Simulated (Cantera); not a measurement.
Gas mixture: 83.2 % CO, 16.8 % N2, at 0.900 Torr, frozen composition.

Cantera's kinetic-theory transport with the Lennard-Jones parameters of GRI-Mech 3.0, ideal gas; thermal conductivity in the mixture-averaged form.

One state of this run: ρ (kg/m³) = 0.000289; cp (J/kg/K) = 1244; μ (µPa s) = 50.9; λ (mW/m/K) = 88.8; Pr = 0.713; D (cm²/s) OH = 3590; D (cm²/s) N2 = 2370; D (cm²/s) O = 3660. D: mixture-averaged diffusion coefficient of that species in the mixture.

Which value of T (K) does it belong to?
(A) 800
(B) 1400
(C) 1800
(D) 400

B, 1400
